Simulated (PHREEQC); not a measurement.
## Alkaline etch or developer: an equilibrium model

A solution holds 0.0013 mol/kgw NH3 and 0.00041 mol/kgw (CH3)4NCl, at 5.5 °C. Closed to the air; pH follows from the charge balance.

Computed with PHREEQC (ion-association model, phreeqc.dat).

Each row changes one thing in this solution. Precipitation was switched off in this run.

```tsv
case	pH	ionic strength (mol/kgw)	NH3 (mol/kgw)	NH4+ (mol/kgw)
as made	10.83	0.000546	0.00116	0.000136
(CH3)4NCl left out	10.83	0.000134	0.00117	0.000134
(CH3)4NCl from 0.00041 to 4.1e-05 mol/kgw	10.83	0.000175	0.00117	0.000134
diluted 10-fold with water	10.28	7.86e-5	(withheld)	3.76e-5
temperature from 5.5 to 5 °C	10.85	0.000545	0.00117	0.000135
temperature from 5.5 to 75 °C	8.84	0.000558	0.00115	0.000148
NH3 from 0.0013 to 0.013 mol/kgw	11.35	0.000858	0.0126	0.000449
0.0018 mol/kgw H2SO4 added	2.70	0.00543	(withheld)	0.00128
```

Problem. Some entries are withheld; supply them.

Solution. 
- diluted 10-fold with water, NH3 (mol/kgw): 9.24e-5
- 0.0018 mol/kgw H2SO4 added, NH3 (mol/kgw): 7.72e-11

(CH3)4N+ isn't in the database: it is added as a free cation with an ion size of 4 Å. Away from 25 °C the constants follow the database's enthalpies or fits; those with neither stay at their 25 °C values.
